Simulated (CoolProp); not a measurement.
Vapour-liquid equilibrium of R245fa (1) + isopentane (2) at 15.3 bar; x and y are mole fractions of (1).

Model: multi-fluid Helmholtz-energy mixture model, Akasaka 2015 and Lemmon 2006; pair parameters Bell 2016, in CoolProp.

```csv
x,"bubble temperature, mixture model (K)","bubble temperature, Raoult's law (K)","y, mixture model","y, Raoult's law"
0.05,404.7,409.4,0.123,0.086
0.125,396.3,406.4,?,0.204
0.2,390.0,403.5,0.379,0.309
0.275,385.5,400.9,0.461,0.404
0.35,382.2,398.4,?,0.490
0.425,379.8,396.1,0.573,0.568
0.5,378.2,393.9,0.615,0.640
0.575,?,391.8,0.653,0.706
0.65,376.4,389.8,0.690,0.767
0.725,376.1,388.0,0.729,0.824
0.8,376.3,386.2,0.775,0.876
0.875,377.3,384.5,0.834,0.925
0.95,379.4,382.9,0.920,0.971
```

Question: Complete the blanks.

Answer: 
- 0.125, y, mixture model: 0.270
- 0.35, y, mixture model: 0.523
- 0.575, bubble temperature, mixture model (K): 377.1

The largest gap from Raoult's law is -16.3 K in bubble temperature, at x = 0.425. y crosses x between x = 0.725 and 0.8: the model has an azeotrope there.

The pair parameters rest on a limited set of measurements; away from them the model extrapolates.
